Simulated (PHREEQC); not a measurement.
Consider water at 25 °C with 0.0019 mol/kgw HF, 0.0046 mol/kgw KF and 5.8e-07 mol/kgw H4SiO4. Closed to the air; pH follows from the charge balance.

The numbers come from PHREEQC with the ion-association model, phreeqc.dat.

Each row changes one thing in this solution. This is a speciation only: nothing precipitates in the calculation.

| case | pH | ionic strength (mol/kgw) | F- (mol/kgw) | HF (mol/kgw) | HF2- (mol/kgw) | H4SiO4 (mol/kgw) | SI of Quartz (SiO2) |
|---|---|---|---|---|---|---|---|
| as made | 3.62 | 0.00486 | 0.00483 | 0.00161 | 2.98e-5 | 1.05e-8 | -4.00 |
| H4SiO4 from 5.8e-07 to 2.9e-07 mol/kgw | 3.62 | 0.00486 | 0.00483 | 0.00161 | 2.99e-5 | 5.22e-9 | -4.30 |
| KF replaced by (CH3)4NF at the same molality | 3.62 | 0.00486 | 0.00483 | 0.00161 | 2.98e-5 | 1.05e-8 | -4.00 |
| KF replaced by KH2PO4 at the same molality | 3.21 | 0.00526 | 0.00102 | 0.000874 | 3.42e-6 | 4.79e-7 | -2.34 |
| diluted 2-fold with water | 3.69 | 0.00251 | 0.00251 | 0.000727 | 7.00e-6 | 1.83e-7 | -2.76 |
| diluted 100-fold with water | 4.76 | 6.34e-5 | 6.34e-5 | 1.62e-6 | 3.94e-10 | 5.80e-9 | -4.26 |
| KF replaced by K2HPO4 at the same molality | 7.21 | 0.0118 | 0.00190 | 1.55e-7 | 1.13e-9 | 5.78e-7 | -2.26 |
| temperature from 25 to 15 °C | 3.56 | 0.00490 | 0.00487 | 0.00157 | 2.69e-5 | 2.18e-9 | -4.53 |

Complexes and solids missing from the database can't appear. SiF6-2 is the database's only silicon fluoride.
